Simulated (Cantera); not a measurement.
A Cantera script and what it prints.

```python
import numpy as np
import cantera as ct

gas_names = """
    N NO NO2 NO3 N2 N2O O O2 O3 Pb PbO Pb2
""".split()
cond_names = """
    Pb(cr) Pb(L) PbO(rd) PbO(yw) PbO(L) PbO2(s) Pb3O4(s)
""".split()


# ... load() reads the species with a 1 bar reference pressure and builds the phases ...
atoms = {
    'Pb': {'Pb': 1},
    'O2': {'O': 2},
    'N2': {'N': 2},
}
top_T = {'Pb3O4(s)': 820}  # K; cautious upper limits of use, not melting points


# ... equilibrate(T, P, feed) seeds the gas with the atoms and calls Mixture.equilibrate('TP', solver="vcs", rtol=1e-11, max_steps=5000) ...
results = []
feed = {'Pb': 1, 'O2': 0.0063, 'N2': 240}  # mol
P = 1800  # Pa
for T in [673, 773, 873, 973, 1073, 1173, 1273, 1373, 1473, 1573, 1673, 1773, 1873, 1973]:
    mix = equilibrate(T, P, feed)
    results.append((T, P, feed, dict(zip(mix.species_names, mix.species_moles))))

top = {s: max(r[3][s] / sum(r[3][g] for g in gas_names) for r in results) for s in gas_names}
cols = sorted((s for s in top if top[s] > 1e-05), key=lambda s: -top[s])[:7]
seen = [c for c in cond_names if any(r[3].get(c, 0) > 1e-12 for r in results)]
print("log10 of partial pressures in bar; condensed amounts in mol")
print(f"{'T/K':>10s}" + "".join(f"{s[:9]:>10s}" for s in cols + seen))
for T, P, feed, n in results:
    ng = sum(n[g] for g in gas_names)
    print(f"{T:10.4g}" + "".join(f"{np.log10(max(n[s] / ng * P / 1e5, 1e-99)):10.3f}" for s in cols)
          + "".join(f"{n.get(c, 0):10.4g}" for c in seen))
```

It prints:

```
log10 of partial pressures in bar; condensed amounts in mol
       T/K        N2        Pb       PbO        NO     Pb(L)   PbO(rd)   PbO(yw)
       673    -1.745    -9.514   -13.628   -19.108    0.9874    0.0126         0
       773    -1.745    -7.637   -10.795   -15.975    0.9871         0    0.0126
       873    -1.745    -6.197    -8.627   -13.568    0.9789         0   0.01257
       973    -1.745    -5.058    -6.917   -11.662    0.8707         0   0.01099
      1073    -1.747    -4.136    -6.026   -10.606  0.008903         0         0
      1173    -1.747    -4.132    -6.026    -9.708         0         0         0
      1273    -1.747    -4.132    -6.027    -8.948         0         0         0
      1373    -1.747    -4.132    -6.029    -8.300         0         0         0
      1473    -1.747    -4.132    -6.037    -7.745         0         0         0
      1573    -1.747    -4.132    -6.061    -7.277         0         0         0
      1673    -1.747    -4.131    -6.115    -6.899         0         0         0
      1773    -1.747    -4.130    -6.218    -6.617         0         0         0
      1873    -1.747    -4.129    -6.372    -6.428         0         0         0
      1973    -1.747    -4.128    -6.574    -6.320         0         0         0
```

Method: chemical equilibrium by Gibbs-energy minimisation in Cantera with the NASA 1993 tables (ideal gas, pure condensed phases).
